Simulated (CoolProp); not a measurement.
Saturated liquid density (kg/m³) of sulfur hexafluoride: the reference equation beside estimates from Tc = 318.7 K, pc = 3755 kPa, ω = 0.210.

Computed with CoolProp (reference Helmholtz-energy equation of state, Guder 2009).

| T (K) | reference | van der Waals | Redlich-Kwong | Soave-Redlich-Kwong |
|---|---|---|---|---|
| 230 | 1813 | [?] | 1672 | [?] |
| 240.3 | 1759 | 1123 | 1608 | 1667 |
| 250.6 | 1702 | 1084 | 1538 | 1598 |
| 260.9 | [?] | 1042 | 1463 | 1523 |
| 271.1 | 1573 | 996.5 | [?] | 1439 |
| 281.4 | 1496 | [?] | 1288 | 1344 |
| 291.7 | 1407 | 885.4 | [?] | 1232 |
| 302 | 1295 | 813.0 | 1055 | 1095 |

Problem. Fill in the missing entries.

Solution. 
- 230, van der Waals: 1159
- 230, Soave-Redlich-Kwong: 1729
- 260.9, reference: 1640
- 271.1, Redlich-Kwong: 1381
- 281.4, van der Waals: 944.9
- 291.7, Redlich-Kwong: 1182

Absolute difference from the reference over all 8 rows, mean and median: van der Waals 36.6 and 36.6 %, Redlich-Kwong 12.2 and 11.5 %, Soave-Redlich-Kwong 8.7 and 7.8 %.
